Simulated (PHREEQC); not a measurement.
## Spent oxide etchant (model solution)

Solution (20 °C): 0.0024 mol/kgw HF, 0.05 mol/kgw (NH4)2SiF6, 0.097 mol/kgw H3PO4 and 0.0029 mol/kgw HCl. Closed to the air; pH follows from the charge balance.

Model: ion-association model, phreeqc.dat, run in PHREEQC.

Each row changes one thing in this solution. Precipitation was switched off in this run.

| case | pH | ionic strength (mol/kgw) | H3PO4 (mol/kgw) | H2PO4- (mol/kgw) | HF (mol/kgw) | H4SiO4 (mol/kgw) | SI of Chalcedony (SiO2) |
|---|---|---|---|---|---|---|---|
| as made | 1.61 | 0.180 | 0.0688 | 0.0282 | 0.00563 | 0.000580 | +0.40 |
| diluted 100-fold with water | [?] | 0.00226 | [?] | 0.000855 | 0.00106 | 0.000308 | +0.10 |
| HF from 0.0024 to 0.024 mol/kgw | 1.60 | 0.181 | 0.0695 | 0.0275 | 0.0229 | 1.39e-7 | -3.22 |
| temperature from 20 to 25 °C | 1.63 | 0.179 | 0.0693 | 0.0277 | 0.00636 | 0.000706 | +0.42 |
| temperature from 20 to 90 °C | 1.83 | 0.164 | 0.0719 | [?] | 0.0316 | [?] | +0.65 |

Question: Fill in the missing entries.

Answer: 
- diluted 100-fold with water, pH: 2.99
- diluted 100-fold with water, H3PO4 (mol/kgw): 0.000115
- temperature from 20 to 90 °C, H2PO4- (mol/kgw): 0.0251
- temperature from 20 to 90 °C, H4SiO4 (mol/kgw): 0.00499

Some of these states are supersaturated (in Quartz (slow to form), Chalcedony (slow to form), for instance). At this temperature some constants are extrapolated from 25 °C, and those without enthalpy data are left unchanged. SiF6-2 is the database's only silicon fluoride.
